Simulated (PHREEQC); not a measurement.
Solution (25 °C): 0.42 mmol/kgw Ca(OH)2. Closed to the air; pH follows from the charge balance.

All values are PHREEQC results (ion-association model, phreeqc.dat), not measurements.

Each row changes one thing in this solution. Precipitation was switched off in this run.

| case | pH | ionic strength (mol/kgw) | CaOH+ (mol/kgw) |
|---|---|---|---|
| as made | 10.90 | 0.00125 | 4.86e-6 |
| diluted 10-fold with water | 9.91 | 0.000126 | 5.48e-8 |
| Ca(OH)2 replaced by CaCl2 at the same molality | 7.00 | 0.00126 | 6.14e-10 |
| diluted 5-fold with water | 10.21 | 0.000252 | 2.14e-7 |
| Ca(OH)2 from 0.00042 to 0.0021 mol/kgw | 11.57 | 0.00611 | 9.74e-5 |
| Ca(OH)2 from 0.00042 to 0.000378 mol/kgw | 10.86 | 0.00113 | 3.97e-6 |
| Ca(OH)2 from 0.00042 to 4.2e-05 mol/kgw | 9.91 | 0.000126 | 5.48e-8 |
| temperature from 25 to 20 °C | 11.07 | 0.00125 | 7.14e-6 |
| 9.5e-05 mol/kgw Na2HPO4 added | 10.85 | 0.00118 | 3.42e-6 |

Species that the database lacks are ignored. Some of these states are supersaturated (in Hydroxyapatite, for instance).
